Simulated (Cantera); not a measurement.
Input: 1 mol Cr₂O₃, 0.36 mol H₂, equilibrated at 1 atm.

These are equilibrium values from Cantera (NASA tables, ideal gas, pure condensed phases), not measurements of a reactor. Candidate condensed phases: Cr, Cr₂O₃, H₂O; 13 gas species. Mutual solubility and eutectic melting of coexisting phases are not modelled. The numbers say what is thermodynamically allowed, not how fast it happens.

Problem. Which condensed phases are stable at each of these points (T (K)): 2048, 2073, 2098, 2123, 2148, 2173, 2198, 2223?

Solution. 
```
T (K)  condensed phases  Cr condensed (%)
-----  ----------------  ----------------
2048   Cr(s) + Cr₂O₃(s)             100.0
2073   Cr(s) + Cr₂O₃(s)             100.0
2098   Cr(s) + Cr₂O₃(s)              99.9
2123   Cr(s) + Cr₂O₃(s)              99.9
2148   Cr(l) + Cr₂O₃(s)              99.9
2173   Cr(l) + Cr₂O₃(s)              99.9
2198   Cr(l) + Cr₂O₃(s)              99.8
2223   Cr(l) + Cr₂O₃(s)              99.8
```

From 2048 K to 2123 K the condensed part is Cr(s) + Cr₂O₃(s). From 2148 K to 2223 K the condensed part is Cr(l) + Cr₂O₃(s).
